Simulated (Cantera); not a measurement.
# Transport properties of process gases

Gas mixture: 100 % CH₃OH, at 0.0860 bar, frozen composition.

Cantera's kinetic-theory transport with the Lennard-Jones parameters of GRI-Mech 3.0, ideal gas; thermal conductivity in the mixture-averaged form. Polar gases are described roughly by these parameters. The composition is frozen, though it would react at the higher temperatures.

```
T (K)  ρ (kg/m³)  cp (J/kg/K)  μ (µPa s)  λ (mW/m/K)     Pr  D (cm²/s) CH₄  D (cm²/s) O  D (cm²/s) NO
-----  ---------  -----------  ---------  ----------  -----  -------------  -----------  ------------
400       0.0829         1604       13.1        28.2  0.745           3.32         4.94          3.06
500       0.0663         1858       16.4        41.1  0.743           5.05         7.41          4.62
600       0.0552         2101       19.7        55.5  0.746           7.05         10.3          6.41
700       0.0473         2314       22.8        70.5  0.748           9.31         13.4          8.42
800       0.0414         2491       25.8        85.9  0.747           11.8         16.9          10.6
900       0.0368         2643       28.6         101  0.746           14.5         20.7          13.0
1000      0.0331         2798       31.3         117  0.751           17.4         24.8          15.6
1100      0.0301         2922       33.9         132  0.751           20.6         29.2          18.4
1200      0.0276         3031       36.4         147  0.752           23.9         33.9          21.3
```
D: mixture-averaged diffusion coefficient of that species in the mixture.
